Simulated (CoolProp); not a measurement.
Vapour-liquid equilibrium of ethane (1) + propane (2) at 3.68 bar; x and y are mole fractions of (1).

Values from CoolProp's multi-fluid Helmholtz-energy mixture model, Bücker 2006 and Lemmon 2009; pair parameters Kunz 2012.

```json
[
 {"x": "0.05", "bubble temperature (K)": "259.8", "y at the bubble point": "0.189", "dew temperature at overall composition x (K)": "263.8", "liquid density (mol/L)": "12.50"},
 {"x": "0.125", "bubble temperature (K)": "252.8", "y at the bubble point": "0.402", "dew temperature at overall composition x (K)": "261.7", "liquid density (mol/L)": "12.88"},
 {"x": "0.2", "bubble temperature (K)": "246.8", "y at the bubble point": "0.553", "dew temperature at overall composition x (K)": "259.5", "liquid density (mol/L)": "13.24"},
 {"x": "0.275", "bubble temperature (K)": "241.7", "y at the bubble point": "0.664", "dew temperature at overall composition x (K)": "257.1", "liquid density (mol/L)": "13.60"},
 {"x": "0.35", "bubble temperature (K)": "237.1", "y at the bubble point": "0.746", "dew temperature at overall composition x (K)": "[?]", "liquid density (mol/L)": "13.94"},
 {"x": "0.425", "bubble temperature (K)": "233.1", "y at the bubble point": "0.809", "dew temperature at overall composition x (K)": "252.0", "liquid density (mol/L)": "[?]"},
 {"x": "0.5", "bubble temperature (K)": "229.4", "y at the bubble point": "0.857", "dew temperature at overall composition x (K)": "249.1", "liquid density (mol/L)": "14.62"},
 {"x": "0.575", "bubble temperature (K)": "226.1", "y at the bubble point": "0.895", "dew temperature at overall composition x (K)": "[?]", "liquid density (mol/L)": "14.95"},
 {"x": "0.65", "bubble temperature (K)": "223.2", "y at the bubble point": "0.924", "dew temperature at overall composition x (K)": "242.3", "liquid density (mol/L)": "15.29"},
 {"x": "0.725", "bubble temperature (K)": "220.5", "y at the bubble point": "0.948", "dew temperature at overall composition x (K)": "238.3", "liquid density (mol/L)": "[?]"},
 {"x": "0.8", "bubble temperature (K)": "[?]", "y at the bubble point": "0.967", "dew temperature at overall composition x (K)": "233.7", "liquid density (mol/L)": "15.96"},
 {"x": "0.875", "bubble temperature (K)": "215.7", "y at the bubble point": "0.982", "dew temperature at overall composition x (K)": "227.9", "liquid density (mol/L)": "16.30"},
 {"x": "0.95", "bubble temperature (K)": "213.7", "y at the bubble point": "0.993", "dew temperature at overall composition x (K)": "220.2", "liquid density (mol/L)": "16.64"}
]
```

Question: Fill in the missing entries.

Answer: 
- 0.35, dew temperature at overall composition x (K): 254.6
- 0.425, liquid density (mol/L): 14.28
- 0.575, dew temperature at overall composition x (K): 245.9
- 0.725, liquid density (mol/L): 15.62
- 0.8, bubble temperature (K): 218.0

No azeotrope shows between x = 0.05 and 0.95.

The pair parameters rest on a limited set of measurements; away from them the model extrapolates.
